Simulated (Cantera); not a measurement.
A closed system holds: 1 mol B2O3, 2.2 mol HF, 36 mol H2, equilibrated at 0.790 bar.

Method: chemical equilibrium by Gibbs-energy minimisation in Cantera with the NASA 1993 tables (ideal gas, pure condensed phases). Candidate condensed phases: B, B2O3, B3O3H3, H2O; 43 gas species. Gases not in the tables: H3BO3. Kinetics and transport are ignored.

Q: Which condensed phases are stable at each of these points (T (K)): 773, 873, 973, 1073, 1173, 1273, 1373, 1473, 1573, 1673?

A: 
```
T (K)  condensed phases  B condensed (%)
-----  ----------------  ---------------
773             B2O3(l)             62.5
873             B2O3(l)             64.9
973             B2O3(l)             67.0
1073            B2O3(l)             68.9
1173            B2O3(l)             70.5
1273            B2O3(l)             70.5
1373            B2O3(l)             66.6
1473            B2O3(l)             54.2
1573            B2O3(l)             29.5
1673           gas only              0.0
```

From 773 K to 1573 K the condensed part is B2O3(l). At 1673 K nothing is condensed.
